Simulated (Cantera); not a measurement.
Input: 1 mol Fe3O4, 52 mol H2, 6.4 mol H2O, equilibrated at 1802 °C and 8.90 bar.

Equilibrium computed with Cantera from the NASA thermochemical tables; the gas is ideal and each condensed phase is pure. Candidate condensed phases: Fe, FeO, Fe(OH)2, Fe(OH)3, Fe2O3, Fe3O4, H2O; 12 gas species. The numbers say what is thermodynamically allowed, not how fast it happens.

Base state: H2 0.821, H2O 0.178, H 0.000809, Fe 9.21e-5, Fe(OH)2 4.43e-5, OH 2.00e-5 (mole fractions); condensed: Fe(l).

What changes in the equilibrium state with this change: pressure from 8.90 bar to 1.00 bar?


```
species       before     after
----------  --------  --------
H2             0.821     0.819
H2O            0.178     0.178
H           0.000809   0.00241
Fe           9.21e-5  0.000820
OH           2.00e-5   5.96e-5
Fe(OH)2      4.43e-5   4.43e-5
Fe(l), mol      2.99      2.95
```
